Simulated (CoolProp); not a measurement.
Benzene along the isotherm 39.75 °C: Z from the reference equation and from simpler models built on Tc = 288.9 °C, pc = 4906 kPa, ω = 0.211; each cubic takes its own stable root.

Values from CoolProp's reference Helmholtz-energy equation of state, Thol 2012.

| p (kPa) | phase | reference |
|---|---|---|
| 1640 | liquid | 0.05731 |
| 3270 | liquid | 0.1141 |
| 4910 | liquid | 0.1710 |
| 6540 | liquid | 0.2274 |
| 8180 | liquid | 0.2839 |
| 9810 | liquid | 0.3400 |
| 11400 | liquid | 0.3944 |
| 13100 | liquid | 0.4525 |
| 14700 | liquid | 0.5070 |
| 16400 | liquid | 0.5648 |
| 18000 | liquid | 0.6190 |
| 19600 | liquid | 0.6730 |
| 21300 | liquid | 0.7303 |
| 22900 | liquid | 0.7840 |
| 24500 | liquid | 0.8376 |

Task: How far does each simpler model (van der Waals, Redlich-Kwong, Soave-Redlich-Kwong) lie from the reference over these 15 states: mean and median of the absolute difference, and the worst?

Result: 
- van der Waals: mean 60.8 %, median 60.5 %, worst +64.3 % at 39.75 °C and 1640 kPa
- Redlich-Kwong: mean 10.7 %, median 10.6 %, worst +11.4 % at 39.75 °C and 1640 kPa
- Soave-Redlich-Kwong: mean 8.9 %, median 8.9 %, worst +9.3 % at 39.75 °C and 1640 kPa
